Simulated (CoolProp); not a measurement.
CHF3 (R23) at several states: Z from the reference equation and from simpler models built on Tc = 299.3 K, pc = 48.32 bar, ω = 0.263; each cubic takes its own stable root.

The numbers come from the reference Helmholtz-energy equation of state, Penoncello 2003 in CoolProp.

```csv
T (K),p (bar),phase,reference,van der Waals,Redlich-Kwong,Peng-Robinson
213.6,0.461,gas,0.9884,0.9937,0.9916,0.9903
278.8,17.2,gas,0.8089,0.8571,0.8313,___
128,3.2,liquid,___,___,0.01526,0.01340
366.2,97.9,supercritical,___,0.5682,___,0.6558
```

Question: Some entries are withheld; supply them.

Answer: 
- 278.8, Peng-Robinson: 0.8106
- 128, reference: 0.01261
- 128, van der Waals: 0.02273
- 366.2, reference: 0.6314
- 366.2, Redlich-Kwong: 0.6146
